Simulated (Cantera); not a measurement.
An isothermal, constant-pressure homogeneous reactor starts with 61.0 % N2O, 39.0 % N2, at 1175 K and 0.217 atm.

Computed with Cantera and GRI-Mech 3.0 (53 species, 325 reactions). GRI-Mech 3.0 was tuned for natural gas; its chemistry of N2O as a main component is partial and can be far from experiment. The mechanism lacks the step 2 NO + O2 → 2 NO2, which can matter for NO2 below about 1400 K. The temperature is held fixed by assumption; the heat of reaction is taken as removed at once.

Task: Predict: x(N2O) at 100 s; x(N2) at 100 s; x(NO) at 100 s; x(O2) at 100 s; x(NO2) at 100 s; x(O) at 100 s.

Result: x(N2O) at 100 s: 0.00176 (gas-phase equilibrium 5.54e-9)
x(N2) at 100 s: 0.746 (gas-phase equilibrium 0.766)
x(NO) at 100 s: 0.0383 (gas-phase equilibrium 0.000168)
x(O2) at 100 s: 0.214 (gas-phase equilibrium 0.234)
x(NO2) at 100 s: 0.000187 (gas-phase equilibrium 1.59e-6)
x(O) at 100 s: 4.53e-8 (gas-phase equilibrium 1.51e-8)
